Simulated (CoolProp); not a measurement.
Fluorine along the isobar 200 bar: Z from the reference equation and from simpler models built on Tc = 144.4 K, pc = 52.40 bar, ω = 0.045; each cubic takes its own stable root.

Values from CoolProp's reference Helmholtz-energy equation of state, de Reuck 1990.

| T (K) | phase | reference |
|---|---|---|
| 85.4 | liquid | 0.6920 |
| 90.5 | liquid | 0.6662 |
| 95.6 | liquid | 0.6439 |
| 100.7 | liquid | 0.6248 |
| 105.8 | liquid | 0.6085 |
| 110.9 | liquid | 0.5947 |
| 116.1 | liquid | 0.5829 |
| 121.2 | liquid | 0.5735 |
| 126.3 | liquid | 0.5662 |
| 131.4 | liquid | 0.5609 |
| 136.5 | liquid | 0.5577 |
| 141.6 | liquid | 0.5566 |
| 146.7 | supercritical | 0.5578 |
| 151.8 | supercritical | 0.5614 |

### Question
How far does each simpler model (van der Waals, Redlich-Kwong, Soave-Redlich-Kwong) lie from the reference over these 14 states: mean and median of the absolute difference, and the worst?

### Answer
- van der Waals: mean 35.4 %, median 36.1 %, worst +41.5 % at 85.4 K and 200 bar
- Redlich-Kwong: mean 1.3 %, median 1.2 %, worst +3.1 % at 151.8 K and 200 bar
- Soave-Redlich-Kwong: mean 1.2 %, median 0.9 %, worst +3.3 % at 151.8 K and 200 bar
